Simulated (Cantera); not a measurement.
Charge: 1 mol CH2F2, 0.22 mol HCl, 3.6 mol H2, equilibrated at 0.000860 bar.

These are equilibrium values from Cantera (NASA tables, ideal gas, pure condensed phases), not measurements of a reactor. Candidate condensed phases: C, C6H6, C7H8, C8H18; 118 gas species. The numbers say what is thermodynamically allowed, not how fast it happens. All values below are at 1502 °C.

Base state: H2 0.612, HF 0.342, HCl 0.0373, H 0.00772, Cl 0.000361, C2H2 (acetylene) 8.72e-5 (mole fractions); condensed: C(graphite).

Q: What changes in the equilibrium state with this change: pressure from 0.000860 bar to 0.00660 bar?

A: 
```csv
species,before,after
H2,0.612,0.616
HF,0.342,0.343
HCl,0.0373,0.0376
H,0.00772,0.00280
Cl,0.000361,0.000131
C2H2 (acetylene),8.72e-5,8.77e-5
"C(graphite), mol",0.999,0.999
```
